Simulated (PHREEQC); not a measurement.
Solution (25 °C): 0.0056 mol/kgw H3PO4 and 7.9e-05 mol/kgw NaOH. Closed to the air; pH follows from the charge balance.

All values are PHREEQC results (ion-association model, phreeqc.dat), not measurements.

```json
[
 {"quantity": "pH", "before": "2.46", "after": "2.69"},
 {"quantity": "ionic strength (mol/kgw)", "before": "0.00378", "after": "0.00218"},
 {"quantity": "H2PO4- (mol/kgw)", "before": "0.00378", "after": "0.00218"},
 {"quantity": "H3PO4 (mol/kgw)", "before": "0.00182", "after": "0.000621"},
 {"quantity": "HPO4-2 (mol/kgw)", "before": "8.21e-8", "after": "7.73e-8"}
]
```

**Question.** Name the change that produced these shifts.
(A) H3PO4 from 0.0056 to 0.028 mol/kgw
(B) diluted 2-fold with water
(C) NaOH from 7.9e-05 to 0.000395 mol/kgw
(D) NaOH left out

**Answer.** B, diluted 2-fold with water

Precipitation was switched off in this run.
